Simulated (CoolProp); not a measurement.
Vapour-liquid equilibrium of ethane (1) + propylene (2) at -20.15 °C; x and y are mole fractions of (1).

Computed with CoolProp (multi-fluid Helmholtz-energy mixture model, Bücker 2006 and Lemmon 2013; pair parameters Bell 2016).

Task: Give the bubble pressure and the first vapour's composition at x = 0.35, 0.65, 0.8. Is there an azeotrope?

Result: x = 0.35: 0.6786 MPa, y = 0.673; x = 0.65: 1.001 MPa, y = 0.865; x = 0.8: 1.171 MPa, y = 0.929. No azeotrope shows between x = 0.05 and 0.95.

Pair parameters are fitted to limited data, so mixtures are less certain than the pure fluids.
